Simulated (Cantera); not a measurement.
A Cantera script and what it prints.

```python
import numpy as np
import cantera as ct

gas_names = """
    H HO2 H2 H2O H2O2 O OH O2 O3 Ti TiO TiO2
""".split()
cond_names = """
    H2O(s) H2O(L) Ti(a) Ti(b) Ti(L) TiO(a) TiO(b) TiO(L) TiO2(ru) TiO2(L) Ti2O3(a) Ti2O3(b) Ti2O3(L)
    Ti3O5(a) Ti3O5(b) Ti3O5(L) Ti4O7(s) Ti4O7(L)
""".split()


# ... load() reads the species with a 1 bar reference pressure and builds the phases ...
atoms = {
    'Ti': {'Ti': 1},
    'H2O': {'H': 2, 'O': 1},
}
top_T = {}  # K; cautious upper limits of use, not melting points


# ... equilibrate(T, P, feed) seeds the gas with the atoms and calls Mixture.equilibrate('TP', solver="vcs", rtol=1e-11, max_steps=5000) ...
results = []
feed = {'Ti': 1, 'H2O': 0.75}  # mol
P = 1333.22  # Pa
for T in [1348, 1423, 1498, 1573, 1648, 1723, 1798, 1873, 1948]:
    mix = equilibrate(T, P, feed)
    results.append((T, P, feed, dict(zip(mix.species_names, mix.species_moles))))

top = {s: max(r[3][s] / sum(r[3][g] for g in gas_names) for r in results) for s in gas_names}
cols = sorted((s for s in top if top[s] > 1e-05), key=lambda s: -top[s])[:6]
seen = [c for c in cond_names if any(r[3].get(c, 0) > 1e-12 for r in results)]
print("log10 of partial pressures in bar; condensed amounts in mol")
print(f"{'T/K':>10s}" + "".join(f"{s[:9]:>10s}" for s in cols + seen))
for T, P, feed, n in results:
    ng = sum(n[g] for g in gas_names)
    print(f"{T:10.4g}" + "".join(f"{np.log10(max(n[s] / ng * P / 1e5, 1e-99)):10.3f}" for s in cols)
          + "".join(f"{n.get(c, 0):10.4g}" for c in seen))
```

Output:

```
log10 of partial pressures in bar; condensed amounts in mol
       T/K        H2         H        Ti       TiO     Ti(b)     Ti(L)    TiO(b)
      1348    -1.875    -6.573   -10.775   -13.287      0.25         0      0.75
      1423    -1.875    -6.115    -9.835   -12.117      0.25         0      0.75
      1498    -1.875    -5.702    -8.989   -11.069      0.25         0      0.75
      1573    -1.875    -5.328    -8.226   -10.124      0.25         0      0.75
      1648    -1.875    -4.988    -7.533    -9.269      0.25         0      0.75
      1723    -1.876    -4.677    -6.902    -8.492      0.25         0      0.75
      1798    -1.876    -4.392    -6.325    -7.782      0.25         0      0.75
      1873    -1.878    -4.129    -5.795    -7.133    0.2499         0      0.75
      1948    -1.880    -3.887    -5.308    -6.536         0    0.2497      0.75
```

Equilibrium computed with Cantera from the NASA thermochemical tables; the gas is ideal and each condensed phase is pure. Mutual solubility and eutectic melting of coexisting phases are not modelled. TiO: taken at fixed stoichiometry. Condensed phases not in the tables: N, O or C dissolved in the metal.
